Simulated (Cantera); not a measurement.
# Si3N4 + C + H2 (sublimation and decomposition of ceramics)

Input: 1 mol Si3N4, 0.012 mol C, a varied amount of H2, at 2273.15 K and 0.100 bar.

Equilibrium computed with Cantera from the NASA thermochemical tables; the gas is ideal and each condensed phase is pure. Candidate condensed phases: C, C6H6, C7H8, C8H18, Si, SiC, Si3N4; 105 gas species. Mutual solubility and eutectic melting of coexisting phases are not modelled. The tables' values for SiN are old estimates; treat these amounts as uncertain. Gases not in the tables: Si2H6 and higher silanes. Kinetics and transport are ignored.

```json
[
 {"n(H2) (mol)": "0.024", "log p N2": "-1.01", "log p H2": "-3.00", "log p H": "-3.57", "log p Si": "-3.14", "log p HCN": "-4.30", "n Si(l)": "2.97", "n SiC(s)": "0.00969"},
 {"n(H2) (mol)": "0.038", "log p N2": "-1.01", "log p H2": "-2.79", "log p H": "-3.47", "log p Si": "-3.14", "log p HCN": "-4.20", "n Si(l)": "2.97", "n SiC(s)": "0.00937"},
 {"n(H2) (mol)": "0.06", "log p N2": "-1.02", "log p H2": "-2.58", "log p H": "-3.37", "log p Si": "-3.14", "log p HCN": "-4.10", "n Si(l)": "2.97", "n SiC(s)": "0.00896"},
 {"n(H2) (mol)": "0.095", "log p N2": "-1.03", "log p H2": "-2.38", "log p H": "-3.27", "log p Si": "-3.14", "log p HCN": "-4.00", "n Si(l)": "2.97", "n SiC(s)": "0.00845"},
 {"n(H2) (mol)": "0.15", "log p N2": "-1.04", "log p H2": "-2.19", "log p H": "-3.17", "log p Si": "-3.14", "log p HCN": "-3.91", "n Si(l)": "2.97", "n SiC(s)": "0.00779"},
 {"n(H2) (mol)": "0.23", "log p N2": "-1.05", "log p H2": "-2.01", "log p H": "-3.08", "log p Si": "-3.14", "log p HCN": "-3.83", "n Si(l)": "2.97", "n SiC(s)": "0.00702"},
 {"n(H2) (mol)": "0.37", "log p N2": "-1.08", "log p H2": "-1.83", "log p H": "-2.99", "log p Si": "-3.14", "log p HCN": "-3.75", "n Si(l)": "2.97", "n SiC(s)": "0.00592"},
 {"n(H2) (mol)": "0.58", "log p N2": "-1.12", "log p H2": "-1.67", "log p H": "-2.91", "log p Si": "-3.14", "log p HCN": "-3.69", "n Si(l)": "2.97", "n SiC(s)": "0.00459"},
 {"n(H2) (mol)": "0.92", "log p N2": "-1.17", "log p H2": "-1.52", "log p H": "-2.84", "log p Si": "-3.14", "log p HCN": "-3.64", "n Si(l)": "2.97", "n SiC(s)": "0.00281"},
 {"n(H2) (mol)": "1.4", "log p N2": "-1.24", "log p H2": "-1.40", "log p H": "-2.78", "log p Si": "-3.14", "log p HCN": "-3.62", "n Si(l)": "2.96", "n SiC(s)": "0.000734"},
 {"n(H2) (mol)": "2.3", "log p N2": "-1.34", "log p H2": "-1.29", "log p H": "-2.72", "log p Si": "-3.14", "log p HCN": "-3.69", "n Si(l)": "2.96", "n SiC(s)": "0"},
 {"n(H2) (mol)": "3.6", "log p N2": "-1.46", "log p H2": "-1.21", "log p H": "-2.68", "log p Si": "-3.14", "log p HCN": "-3.81", "n Si(l)": "2.94", "n SiC(s)": "0"}
]
```
log p: log10 of the partial pressure in bar; n: condensed amount in mol.

From 0.024 mol H2 to 1.4 mol H2 the condensed part is Si(l) + SiC(s). From 2.3 mol H2 to 3.6 mol H2 the condensed part is Si(l). The main Si-bearing gas is Si throughout.
